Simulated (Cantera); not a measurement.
**Carbothermic reduction: Ta2O5 + CO**

Input: 1 mol Ta2O5, 6 mol CO, at 840 Pa.

These are equilibrium values from Cantera (NASA tables, ideal gas, pure condensed phases), not measurements of a reactor. Candidate condensed phases: C, Ta, TaC, Ta2O5; 15 gas species. Kinetics and transport are ignored.

From 1927 °C to 2327 °C the condensed part is Ta2O5(l). The main Ta-bearing gas is TaO2 throughout. The share of Ta in condensed phases is highest at 1927 °C (99.4 %) and lowest at 2327 °C (84.8 %).

```
T (°C)   x CO   x TaO2    x CO2       x O     x TaO      x O2  n Ta2O5(l)
------  -----  -------  -------  --------  --------  --------  ----------
1927    0.997  0.00182  0.00123   2.39e-6  0.000214   6.55e-9       0.994
1977    0.995  0.00294  0.00186   6.92e-6  0.000263   2.95e-8       0.990
2027    0.992  0.00464  0.00277   1.92e-5  0.000317   1.26e-7       0.985
2077    0.988  0.00713  0.00408   5.13e-5  0.000378   5.07e-7       0.977
2127    0.983   0.0107  0.00590  0.000132  0.000444   1.93e-6       0.966
2177    0.975   0.0159  0.00838  0.000324  0.000518   6.96e-6       0.950
2227    0.964   0.0231   0.0116  0.000768  0.000604   2.36e-5       0.927
2277    0.949   0.0332   0.0158   0.00174  0.000707   7.50e-5       0.895
2327    0.927   0.0472   0.0206   0.00378  0.000838  0.000221       0.848
```
x: gas mole fraction; n: condensed amount in mol.
